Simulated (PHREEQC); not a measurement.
A solution holds 0.00011 mol/kgw CaSO4, 0.013 mol/kgw K3PO4, 7.1e-05 mol/kgw NH4Cl and 0.13 mol/kgw (NH4)2SO4, at 72 °C. Closed to the air; pH follows from the charge balance.

Computed with PHREEQC (ion-association model, wateq4f.dat).

Each row changes one thing in this solution. Precipitation was switched off in this run.

```
case                                      pH  ionic strength (mol/kgw)  NH4+ (mol/kgw)  SO4-2 (mol/kgw)  NH4SO4- (mol/kgw)  K+ (mol/kgw)  SI of Gypsum (CaSO4:2H2O)  SI of Hydroxyapatite (Ca5(PO4)3OH)
--------------------------------------  ----  ------------------------  --------------  ---------------  -----------------  ------------  -------------------------  ----------------------------------
as made                                 7.07                     0.318           0.199           0.0780             0.0449        0.0317                      -2.08                               +2.24
NH4Cl left out                          7.07                     0.318           0.199           0.0780             0.0449        0.0317                      -2.08                               +2.24
(NH4)2SO4 from 0.13 to 0.013 mol/kgw    8.16                    0.0712          0.0120           0.0104           0.000616        0.0366                      -2.80                               +7.14
NH4Cl from 7.1e-05 to 0.000355 mol/kgw  7.07                     0.318           0.199           0.0779             0.0449        0.0317                      -2.08                               +2.24
0.021 mol/kgw HBr added                 6.11                     0.323           0.212           0.0764             0.0466        0.0319                        [?]                                 [?]
```

Question: What belongs in the gaps?

Answer: 
- 0.021 mol/kgw HBr added, SI of Gypsum (CaSO4:2H2O): -2.03
- 0.021 mol/kgw HBr added, SI of Hydroxyapatite (Ca5(PO4)3OH): -2.78

Complexes and solids missing from the database can't appear. Some of these states are supersaturated (in Hydroxyapatite, for instance). H3PO4, which wateq4f.dat lacks, is added to it with the constant of phreeqc.dat. Constants without temperature data keep their 25 °C values here.
